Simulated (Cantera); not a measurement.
Feed: 1 mol SiH₄, 0.58 mol Cl₂, 4.1 mol H₂, at 1500 K and 1 atm.

Equilibrium computed with Cantera from the NASA thermochemical tables; the gas is ideal and each condensed phase is pure. The tables' values for SiCl₃ are old estimates; treat these amounts as uncertain. Kinetics and transport are ignored.

| species | before | after |
|---|---|---|
| H₂ | 0.880 | 0.921 |
| HCl | 0.0819 | 0.0363 |
| SiCl₄ | 0.00372 | 0.0196 |
| SiCl₂ | 0.0245 | 0.00349 |
| SiHCl₃ | 0.00414 | 0.0155 |
| H | 1.64e-5 | 2.97e-7 |
| SiH₂Cl₂ | 0.000733 | 0.00164 |
| SiCl₃ | 0.00535 | 0.00294 |
| SiH₃Cl | 3.81e-5 | 4.78e-5 |
| Si(s), mol | 0.746 | 0.722 |
Gas species are given as mole fractions.

Task: What was changed between the two runs?
(A) temperature from 1500 K to 1725 K
(B) SiH₄ replaced by Si₃H₈
(C) temperature from 1500 K to 1225 K
(D) Cl₂ from 0.58 to 0.5 mol

Result: C, temperature from 1500 K to 1225 K
